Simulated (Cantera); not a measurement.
Feed: 1 mol SiCl4, 0.92 mol Cl2, 0.86 mol H2, at 1248 K and 0.100 bar.

These are equilibrium values from Cantera (NASA tables, ideal gas, pure condensed phases), not measurements of a reactor. Candidate condensed phases: Si; 19 gas species. Rates play no part.

Base state: HCl 0.618, SiCl4 0.359, Cl2 0.0198, Cl 0.00341 (mole fractions); condensed: gas only.

### Question
What changes in the equilibrium state with this change: H2 from 0.86 to 0.38 mol?

### Answer
```csv
species,before,after
SiCl4,0.359,0.432
HCl,0.618,0.329
Cl2,0.0198,0.228
Cl,0.00341,0.0115
```
